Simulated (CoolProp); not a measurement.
Cyclohexane along the isobar 4300 kPa: fugacity coefficient from the reference equation and from simpler models built on Tc = 280.5 °C, pc = 4081 kPa, ω = 0.209; each cubic takes its own stable root.

The numbers come from the reference Helmholtz-energy equation of state, Zhou 2014 in CoolProp.

```json
[
 {"T (°C)": "110.85", "phase": "liquid", "reference": "0.05879", "van der Waals": "0.1946", "Redlich-Kwong": "0.08383", "Soave-Redlich-Kwong": "0.05976", "Peng-Robinson": "0.05834"},
 {"T (°C)": "137.35", "phase": "liquid", "reference": "0.1037", "van der Waals": "0.2571", "Redlich-Kwong": "0.1377", "Soave-Redlich-Kwong": "0.1057", "Peng-Robinson": "0.1025"},
 {"T (°C)": "163.95", "phase": "liquid", "reference": "0.1673", "van der Waals": "0.3273", "Redlich-Kwong": "0.2083", "Soave-Redlich-Kwong": "0.1710", "Peng-Robinson": "0.1652"},
 {"T (°C)": "190.45", "phase": "liquid", "reference": "0.2499", "van der Waals": "0.4029", "Redlich-Kwong": "0.2939", "Soave-Redlich-Kwong": "0.2559", "Peng-Robinson": "0.2466"},
 {"T (°C)": "216.95", "phase": "liquid", "reference": "0.3503", "van der Waals": "0.4824", "Redlich-Kwong": "0.3917", "Soave-Redlich-Kwong": "0.3589", "Peng-Robinson": "0.3456"},
 {"T (°C)": "243.45", "phase": "liquid", "reference": "0.4650", "van der Waals": "0.5631", "Redlich-Kwong": "0.4969", "Soave-Redlich-Kwong": "0.4754", "Peng-Robinson": "0.4578"},
 {"T (°C)": "270.05", "phase": "liquid", "reference": "0.5873", "van der Waals": "0.6419", "Redlich-Kwong": "0.6025", "Soave-Redlich-Kwong": "0.5965", "Peng-Robinson": "0.5750"},
 {"T (°C)": "296.55", "phase": "supercritical", "reference": "0.6812", "van der Waals": "0.7041", "Redlich-Kwong": "0.6814", "Soave-Redlich-Kwong": "0.6860", "Peng-Robinson": "0.6619"},
 {"T (°C)": "323.05", "phase": "supercritical", "reference": "0.7298", "van der Waals": "0.7404", "Redlich-Kwong": "0.7256", "Soave-Redlich-Kwong": "0.7352", "Peng-Robinson": "0.7105"}
]
```
